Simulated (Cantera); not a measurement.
Cantera run, input and output.

```python
import numpy as np
import cantera as ct

gas = ct.Solution("h2o2.yaml")
gas.TPX = 625, 65000, {'H2': 1, 'O2': 0.333, 'N2': 1.25}
flame = ct.FreeFlame(gas, width=0.054)
flame.set_refine_criteria(ratio=3, slope=0.08, curve=0.16)
flame.transport_model = "mixture-averaged"
flame.solve(loglevel=0, auto=True)
z, T = flame.grid, flame.T
thick = (T[-1] - T[0]) / np.gradient(T, z).max()
show = ['H2', 'O2', 'OH', 'H2O2', 'O', 'H']
print(f"laminar burning velocity  {flame.velocity[0] * 100:.3f} cm/s")
print(f"burnt temperature         {T[-1]:.1f} K")
print(f"thermal thickness         {thick * 1e3:.4f} mm")
print(f"grid points               {len(z)}")
z0 = z[flame.heat_release_rate.argmax()]
print(f"{'z/mm':>9s}{'T/K':>9s}{'u/(m/s)':>9s}" + "".join(f"{s:>11s}" for s in show))
rows = []
for k in (-3, -2, -1.5, -1, -0.5, -0.25, 0, 0.25, 0.5, 1, 2, 4, 8):
    zz = z0 + k * thick
    rows.append([k * thick, np.interp(zz, z, T), np.interp(zz, z, flame.velocity),
                 *(np.interp(zz, z, flame.X[gas.species_index(s)]) for s in show)])
    print(f"{rows[-1][0] * 1e3:9.3f}{rows[-1][1]:9.1f}{rows[-1][2]:9.3f}" + "".join(f"{x:11.3e}" for x in rows[-1][3:]))
```

It prints:

```
laminar burning velocity  914.901 cm/s
burnt temperature         2461.6 K
thermal thickness         0.8030 mm
grid points               147
     z/mm      T/K  u/(m/s)         H2         O2         OH       H2O2          O          H
   -2.409    625.0    9.149  3.871e-01  1.289e-01  8.656e-18 -7.633e-15  1.632e-16  3.588e-15
   -1.606    625.0    9.149  3.871e-01  1.289e-01  7.090e-15 -1.543e-15  1.149e-13  4.312e-12
   -1.204    625.0    9.149  3.871e-01  1.289e-01  5.511e-13  3.356e-13  7.547e-12  4.314e-10
   -0.803    625.0    9.149  3.871e-01  1.289e-01  5.217e-10  3.231e-10  2.622e-09  1.936e-07
   -0.401    637.6    9.312  3.849e-01  1.288e-01  5.247e-05  1.524e-06  1.035e-05  3.363e-04
   -0.201    809.3   11.626  3.565e-01  1.239e-01  5.950e-04  4.653e-06  3.533e-04  9.660e-03
    0.000   1232.8   17.171  2.304e-01  7.858e-02  3.527e-03  2.101e-06  5.742e-03  6.347e-02
    0.201   1525.3   20.981  1.281e-01  1.992e-02  7.981e-03  1.481e-06  8.279e-03  1.009e-01
    0.401   1650.9   22.537  1.140e-01  8.611e-03  9.869e-03  1.006e-06  7.368e-03  9.854e-02
    0.803   1786.3   24.157  1.181e-01  6.007e-03  1.140e-02  5.927e-07  6.365e-03  8.447e-02
    1.606   1934.2   25.870  1.245e-01  4.485e-03  1.227e-02  3.164e-07  4.978e-03  6.775e-02
    3.212   2080.7   27.512  1.299e-01  3.011e-03  1.206e-02  1.708e-07  3.434e-03  5.154e-02
    6.424   2213.9   28.961  1.343e-01  1.774e-03  1.069e-02  9.765e-08  2.053e-03  3.704e-02
```

Cantera simulation using the H2/O2 subset of GRI-Mech 3.0, which has no nitrogen chemistry; the numbers are that mechanism's predictions, not measurements. Burning velocities carry a grid error of a few per cent, more on coarse grids.
